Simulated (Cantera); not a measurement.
Charge: 1 mol Ta2O5, 0.56 mol H2, equilibrated at 2.50 mbar.

These are equilibrium values from Cantera (NASA tables, ideal gas, pure condensed phases), not measurements of a reactor. Candidate condensed phases: H2O, Ta, Ta2O5; 12 gas species. Mutual solubility and eutectic melting of coexisting phases are not modelled. Condensed phases not in the tables: N, O or C dissolved in the metal. Equilibrium is a limit: real reactors are often held back by kinetics, nucleation or transport.

x: gas mole fraction; n: condensed amount in mol.

| T (K) | x H2 | x H | x H2O | x TaO2 | x TaO | x OH | x O | n Ta2O5(s) | n Ta(s) |
|---|---|---|---|---|---|---|---|---|---|
| 848 | 1.00 | 3.81e-10 | ? | <1e-12 | <1e-12 | <1e-12 | <1e-12 | 1.00 | 0 |
| 998 | 1.00 | 4.30e-8 | ? | <1e-12 | <1e-12 | <1e-12 | <1e-12 | 1.00 | 0 |
| 1148 | 1.000 | 1.43e-6 | ? | <1e-12 | <1e-12 | <1e-12 | <1e-12 | 1.00 | 0 |
| 1298 | 1.000 | 2.14e-5 | ? | 2.00e-12 | <1e-12 | 3.91e-12 | <1e-12 | 1.000 | 0 |
| 1448 | 1.000 | 0.000184 | ? | 6.07e-10 | 1.34e-10 | 2.67e-10 | <1e-12 | 1.000 | 0 |
| 1598 | 0.999 | 0.00106 | ? | 6.10e-8 | 1.26e-8 | 8.14e-9 | 7.21e-12 | 1.000 | 0 |
| 1748 | 0.995 | 0.00456 | ? | 2.71e-6 | 5.38e-7 | 1.37e-7 | 4.93e-10 | 1.000 | 0 |
| 1898 | 0.983 | 0.0155 | ? | 6.46e-5 | 1.25e-5 | 1.45e-6 | 1.72e-8 | 1.000 | 0.000243 |
| 2048 | 0.953 | 0.0437 | ? | 0.000950 | 0.000181 | 1.07e-5 | 3.54e-7 | 1.000 | 0.000322 |

Question: Complete the blanks.

Answer: 
- 848, x H2O: 6.40e-9
- 998, x H2O: 1.87e-7
- 1148, x H2O: 2.18e-6
- 1298, x H2O: 1.41e-5
- 1448, x H2O: 6.08e-5
- 1598, x H2O: 0.000196
- 1748, x H2O: 0.000511
- 1898, x H2O: 0.00112
- 2048, x H2O: 0.00214
